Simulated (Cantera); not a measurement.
Cantera run, input and output.

```python
import numpy as np
import cantera as ct

gas = ct.Solution("gri30.yaml")
gas.TPX = 2075, 500000, {'CH4': 1, 'CO2': 0.4, 'H2': 0.47}
inlet = ct.Reservoir(gas, clone=True)

reactor = ct.IdealGasConstPressureReactor(gas, energy="off", clone=False)
exhaust = ct.Reservoir(gas, clone=True)
tau = [8.1, 1.4, 0.23, 0.039, 0.0065, 0.0011, 0.00018][0]
for a, b in ((inlet, reactor), (reactor, exhaust)):
    ct.MassFlowController(a, b, mdot=lambda t: reactor.mass / tau)
net = ct.ReactorNet([reactor])
show = ['CH4', 'CO2', 'H2', 'H2O2', 'H2O']

rows = []
print(f"{'tau/s':>10s}{'T/K':>9s}" + "".join(f"{s:>11s}" for s in show))
for tau in [8.1, 1.4, 0.23, 0.039, 0.0065, 0.0011, 0.00018]:
    net.initial_time = 0.0
    net.advance(30 * tau)
    before = gas.X
    net.advance(40 * tau)
    drift = np.max(np.abs(gas.X - before) / (gas.X + 1e-9))
    rows.append([gas.T, *gas[show].X, drift])
    print(f"{tau:10.3e}{gas.T:9.1f}" + "".join(f"{x:11.3e}" for x in gas[show].X))
```

Result:

```
     tau/s      T/K        CH4        CO2         H2       H2O2        H2O
 8.100e+00   2075.0  7.822e-03  9.629e-06  6.556e-01  1.857e-17  1.014e-04
 1.400e+00   2075.0  8.078e-03  5.289e-05  6.550e-01  5.476e-16  5.505e-04
 2.300e-01   2075.0  9.482e-03  3.083e-04  6.516e-01  1.836e-14  3.181e-03
 3.900e-02   2075.0  1.496e-02  1.545e-03  6.369e-01  4.389e-13  1.542e-02
 6.500e-03   2075.0  2.989e-02  5.965e-03  5.955e-01  4.951e-12  5.043e-02
 1.100e-03   2075.0  6.434e-02  2.058e-02  5.342e-01  1.761e-11  9.102e-02
 1.800e-04   2075.0  1.482e-01  7.450e-02  4.814e-01  1.601e-11  7.768e-02
```

Detailed kinetics in Cantera: GRI-Mech 3.0 (53 species, 325 reactions). GRI-Mech 3.0 stops at C3 and has no aromatics, soot or wall deposition, so with more carbon than oxygen in the feed, carbon stays in small species such as C2H2 where larger ones or solid carbon would form.
